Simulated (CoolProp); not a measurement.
Vapour-liquid equilibrium of hydrogen sulfide (1) + n-butane (2) at 250 kPa; x and y are mole fractions of (1).

Values from CoolProp's multi-fluid Helmholtz-energy mixture model, Lemmon 2006 and Bücker 2006; pair parameters Kunz 2012.

```
x     bubble temperature, mixture model (K)  bubble temperature, Raoult's law (K)  y, mixture model  y, Raoult's law
----  -------------------------------------  ------------------------------------  ----------------  ---------------
0.05                                  280.9                                 288.7             0.459            0.318
0.2                                   253.0                                 268.7             0.841            0.722
0.35                                  243.4                                 256.7             0.909            0.863
0.5                                   239.3                                 248.5             0.933            0.927
0.65                                  237.1                                 242.4             0.947            0.962
0.8                                   235.3                                 237.6             0.961            0.983
0.95                                  233.3                                 233.7             0.985            0.997
```

The largest gap from Raoult's law is -15.7 K in bubble temperature, at x = 0.2. No azeotrope shows between x = 0.05 and 0.95.

The pair parameters rest on a limited set of measurements; away from them the model extrapolates. With so large a gap from Raoult's law the liquid may split in two, which this calculation doesn't test in full.
